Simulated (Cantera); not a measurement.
Charge: 1 mol Al, 5 mol O₂, 1.4 mol H₂, held at 1602 °C and 1.33 mbar.

Cantera equilibrium calculation (NASA polynomials, part measured and part estimated; ideal gas, pure solids and liquids). Candidate condensed phases: Al, Al₂O₃, H₂O; 19 gas species. Kinetics and transport are ignored.

Base state: O₂ 0.707, H₂O 0.273, OH 0.0125, O 0.00554, H₂ 0.000938, H 0.000550 (mole fractions); condensed: Al₂O₃(s).

**Question.** What changes in the equilibrium state with this change: H₂ from 1.4 to 150 mol?

**Answer.** 
```csv
species,before,after
H₂,0.000938,0.927
H₂O,0.273,0.0561
H,0.000550,0.0173
O₂,0.707,3.05e-8
OH,0.0125,8.16e-5
O,0.00554,1.15e-6
"Al₂O₃(s), mol",0.500,0.500
```

**Question.** What changes in the equilibrium state with this change: O₂ from 5 to 0.21 mol?

**Answer.** 
| species | before | after |
|---|---|---|
| H₂ | 0.000938 | 0.680 |
| Al | <1e-9 | 0.154 |
| Al₂O | <1e-9 | 0.149 |
| O₂ | 0.707 | <1e-9 |
| H₂O | 0.273 | 2.91e-6 |
| OH | 0.0125 | 4.93e-9 |
| H | 0.000550 | 0.0148 |
| O | 0.00554 | <1e-9 |
| AlH | <1e-9 | 0.00174 |
| AlOH | <1e-9 | 8.65e-5 |
| Al₂O₃(s), mol | 0.500 | 0.0393 |
The tables' values for AlOH are old estimates; treat these amounts as uncertain.
